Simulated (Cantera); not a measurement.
Thermodynamics of silicon epitaxy and polysilicon growth, feed Si2Cl6 + H2

A closed system holds: 1 mol Si2Cl6, a varied amount of H2, held at 850 °C and 0.150 bar.

Method: chemical equilibrium by Gibbs-energy minimisation in Cantera with the NASA 1993 tables (ideal gas, pure condensed phases). Candidate condensed phases: Si; 19 gas species. The feed counts by its element totals alone. The tables' values for SiCl3 are old estimates; treat these amounts as uncertain. Kinetics and transport are ignored.

```tsv
n(H2) (mol)	log p H2	log p SiCl4	log p HCl	log p SiHCl3	log p SiCl3	log p SiCl2	log p SiH2Cl2	log p SiH3Cl	n Si(s)
9.9	-0.91	-1.87	-2.19	-2.36	-3.05	-3.14	-3.75	-5.73	0.489
33	-0.86	-2.46	-2.31	-2.77	-3.49	-3.43	-4.00	-5.80	0.614
56	-0.85	-2.75	-2.38	-2.99	-3.72	-3.58	-4.14	-5.86	0.723
79	-0.84	-2.97	-2.43	-3.15	-3.88	-3.69	-4.24	-5.90	0.819
100	-0.84	-3.12	-2.47	-3.26	-3.99	-3.77	-4.31	-5.94	0.897
130	-0.84	-3.31	-2.51	-3.40	-4.13	-3.86	-4.40	-5.98	0.997
150	-0.84	-3.42	-2.54	-3.48	-4.21	-3.91	-4.46	-6.01	1.06
170	-0.83	-3.52	-2.56	-3.56	-4.29	-3.96	-4.51	-6.03	1.11
200	-0.83	-3.65	-2.60	-3.66	-4.39	-4.03	-4.57	-6.06	1.19
220	-0.83	-3.74	-2.62	-3.72	-4.45	-4.07	-4.61	-6.08	1.23
240	-0.83	-3.82	-2.64	-3.78	-4.51	-4.11	-4.65	-6.10	1.27
270	-0.83	-3.93	-2.66	-3.86	-4.60	-4.17	-4.71	-6.13	1.33
290	-0.83	-4.00	-2.68	-3.92	-4.65	-4.21	-4.74	-6.15	1.37
```
log p: log10 of the partial pressure in bar; n: condensed amount in mol.

From 9.9 mol H2 to 290 mol H2 the condensed part is Si(s). The main Si-bearing gas is SiCl4 at 9.9 mol H2 and SiHCl3 at 290 mol H2. The share of Si in condensed phases is highest at 290 mol H2 (68.4 %) and lowest at 9.9 mol H2 (24.4 %).
